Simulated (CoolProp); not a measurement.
Vapour-liquid equilibrium of isobutane (1) + n-butane (2) at 0.00406 MPa; x and y are mole fractions of (1).

The numbers come from the multi-fluid Helmholtz-energy mixture model, Bücker 2006 and Bücker 2006; pair parameters Kunz 2012 in CoolProp.

Q: Give the bubble temperature and the first vapour's composition at x = 0.35, 0.45, 0.85. Is there an azeotrope?

A: x = 0.35: -67.0 °C, y = 0.507; x = 0.45: -68.0 °C, y = 0.610; x = 0.85: -71.2 °C, y = 0.916. No azeotrope shows between x = 0.05 and 0.95.

Pair parameters are fitted to limited data, so mixtures are less certain than the pure fluids.
